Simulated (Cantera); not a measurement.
A freely propagating, adiabatic, planar premixed flame of 2.48 % C3H8, 16.3 % O2, 61.3 % N2, 19.9 % H2O, equivalence ratio 0.76, unburnt at 325 K and 82.5 Torr; mixture-averaged transport, grid criteria slope 0.08 and curve 0.16, no radiation.

Model: GRI-Mech 3.0 (53 species, 325 reactions), integrated in Cantera. GRI-Mech 3.0 was tuned for natural gas; its chemistry of propane as a main component is partial and can be far from experiment. Burning velocities carry a grid error of a few per cent, more on coarse grids.

Q: Predict: laminar burning velocity; thermal thickness; peak x(CH2CO); peak x(CH4); peak x(OH).

A: 
```
Quantity                      Value
------------------------  ---------
laminar burning velocity  31.0 cm/s
thermal thickness           4.49 mm
peak x(CH2CO)              0.000466
peak x(CH4)                 0.00143
peak x(OH)                  0.00454
```
